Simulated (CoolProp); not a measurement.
Values from CoolProp's reference Helmholtz-energy equation of state, Outcalt 1996. It is a modified Benedict-Webb-Rubin equation, recast in Helmholtz form.

Problem. Give the vapour pressure (MPa), enthalpy of vaporisation (kJ/kg), surface tension (mN/m), liquid viscosity (µPa s) of saturated R152A at 225.1, 233.4 K.

Solution. 
```tsv
T (K)	p (MPa)	enthalpy of vaporisation (kJ/kg)	surface tension (mN/m)	liquid viscosity (µPa s)
225.1	0.0306	350	20.2	411
233.4	0.0478	343	18.9	364
```

Viscosity comes from a separate model (Bell 2016), an estimate that may be off by 10 % or more. Surface tension comes from a separate correlation (Mulero 2012).
